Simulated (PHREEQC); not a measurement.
**Metal-bearing waste water (model solution)**

Consider water at 70 °C with 6.3 mmol/kgw Al2(SO4)3, 0.22 mmol/kgw NiCl2, 5.4 mmol/kgw NaF and 0.26 mmol/kgw NaCl. It is in equilibrium with CO2 at log p = -2 (atm). Otherwise closed; pH follows from the charge balance.

Computed with PHREEQC (ion-association model, wateq4f.dat).

This is a speciation only: nothing precipitates in the calculation.

Problem. Predict the pH, ionic strength.

Solution. pH 3.71; ionic strength 0.0398 mol/kgw.

Problem. In which forms is S present?

Solution. SO4-2 55 %, AlSO4+ 31 %, Al(SO4)2- 11 %, HSO4- 1.8 %, NaSO4- 0.9 % of the S.

Examples of supersaturated solids here: Boehmite (slow to form), Gibbsite (slow to form). Others may be too. Constants without temperature data keep their 25 °C values here. Fluoro complexes past AlF4- and FeF3 are missing from the database.
